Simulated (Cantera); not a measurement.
Cantera run, input and output.

```python
import numpy as np
import cantera as ct

gas = ct.Solution("gri30.yaml")
gas.TPX = 1200, 60000, {'CH4': 1, 'CO': 0.23, 'O2': 1.41, 'N2': 5.3}
reactor = ct.IdealGasReactor(gas, energy="on", clone=False)
net = ct.ReactorNet([reactor])
net.rtol, net.atol = 1e-08, 1e-16
show = ['CH4', 'CO', 'O2', 'H2O', 'CH2CO']
times = np.geomspace(2e-06, 0.3, 12)

steps = ct.SolutionArray(gas, extra=["t"])
rows = []
print(f"{'t/s':>10s}{'T/K':>9s}{'P/Pa':>11s}" + "".join(f"{s:>11s}" for s in show))
for t in times:
    while net.time < t:
        t_next = net.step()
        steps.append(gas.state, t=t_next)
    rows.append([np.interp(t, steps.t, y) for y in (steps.T, steps.P, *steps(*show).X.T)])
    print(f"{t:10.3e}{rows[-1][0]:9.1f}{rows[-1][1]:11.4g}" + "".join(f"{x:11.3e}" for x in rows[-1][2:]))
rate = np.gradient(steps.T, steps.t)
print("integrator steps:", len(steps.t))
if steps.T.max() > steps.T[0] + 200:
    print(f"time of steepest temperature rise: {steps.t[rate.argmax()]:.4e} s")
gas.TPX = 1200, 60000, {'CH4': 1, 'CO': 0.23, 'O2': 1.41, 'N2': 5.3}
gas.equilibrate("UV")
print(f"equilibrium (UV): T = {gas.T:.1f} K  " + "  ".join(f"{s} {gas[s].X[0]:.3e}" for s in show))
```

Result:

```
       t/s      T/K       P/Pa        CH4         CO         O2        H2O      CH2CO
 2.000e-06   1200.0      6e+04  1.259e-01  2.897e-02  1.776e-01  1.029e-10  3.315e-17
 5.910e-06   1200.0      6e+04  1.259e-01  2.897e-02  1.776e-01  6.657e-10  3.306e-16
 1.746e-05   1200.0      6e+04  1.259e-01  2.897e-02  1.776e-01  2.638e-09  3.169e-15
 5.160e-05   1200.0      6e+04  1.259e-01  2.897e-02  1.776e-01  9.605e-09  2.916e-14
 1.525e-04   1200.0      6e+04  1.259e-01  2.897e-02  1.776e-01  4.052e-08  2.706e-13
 4.506e-04   1200.0      6e+04  1.259e-01  2.897e-02  1.776e-01  2.295e-07  2.693e-12
 1.332e-03   1200.0      6e+04  1.259e-01  2.897e-02  1.776e-01  1.700e-06  3.061e-11
 3.935e-03   1200.1      6e+04  1.259e-01  2.896e-02  1.776e-01  1.341e-05  3.456e-10
 1.163e-02   1200.6  6.003e+04  1.258e-01  2.896e-02  1.775e-01  7.817e-05  2.922e-09
 3.436e-02   1203.7  6.018e+04  1.254e-01  2.898e-02  1.772e-01  4.305e-04  4.313e-08
 1.015e-01   2778.0  1.519e+05  4.275e-13  1.045e-01  1.608e-03  1.545e-01  3.577e-15
 3.000e-01   2777.6  1.519e+05  4.288e-13  1.045e-01  1.601e-03  1.544e-01  3.582e-15
integrator steps: 2477
time of steepest temperature rise: 9.8647e-02 s
equilibrium (UV): T = 2777.6 K  CH4 5.081e-13  CO 1.045e-01  O2 1.601e-03  H2O 1.544e-01  CH2CO 3.855e-15
```

Detailed kinetics in Cantera: GRI-Mech 3.0 (53 species, 325 reactions).
